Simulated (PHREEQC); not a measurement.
Dissolve 0.001 mol HF, 0.017 mol (CH3)4NF and 3.4e-05 mol H2SiF6 per kg of water at 25 °C. Closed to the air; pH follows from the charge balance.

All values are PHREEQC results (ion-association model, wateq4f.dat), not measurements.

Each row changes one thing in this solution. No solid was allowed to form.

| case | pH | ionic strength (mol/kgw) | F- (mol/kgw) | HF (mol/kgw) | HF2- (mol/kgw) | H2F2 (mol/kgw) | SI of Quartz (SiO2) |
|---|---|---|---|---|---|---|---|
| as made | 4.37 | 0.0171 | 0.0169 | 0.000954 | 6.22e-5 | 2.38e-6 | -2.46 |
| HF replaced by HBF4 at the same molality | 4.10 | 0.0171 | 0.0161 | 0.00166 | 0.000102 | 7.17e-6 | -3.36 |
| H2SiF6 from 3.4e-05 to 5.1e-05 mol/kgw | 4.35 | 0.0171 | 0.0169 | 0.000985 | 6.41e-5 | 2.54e-6 | -2.33 |
| (CH3)4NF replaced by AgF at the same molality | 4.35 | 0.0166 | 0.0164 | 0.000955 | 6.05e-5 | 2.39e-6 | -2.43 |
| HF from 0.001 to 0.0001 mol/kgw | 4.97 | 0.0170 | 0.0170 | 0.000239 | 1.57e-5 | 1.50e-7 | -0.62 |
| diluted 5-fold with water | 4.39 | 0.00344 | 0.00344 | 0.000195 | 2.58e-6 | 9.92e-8 | -1.19 |
| (CH3)4NF left out | 3.21 | 0.000633 | 0.000631 | 0.000566 | 1.37e-6 | 8.35e-7 | -0.49 |

(CH3)4N+ isn't in the database: it is added as a free cation with an ion size of 4 Å. SiF6-2 is the database's only silicon fluoride. Real BF4- forms and hydrolyses slowly; the run takes it at equilibrium.
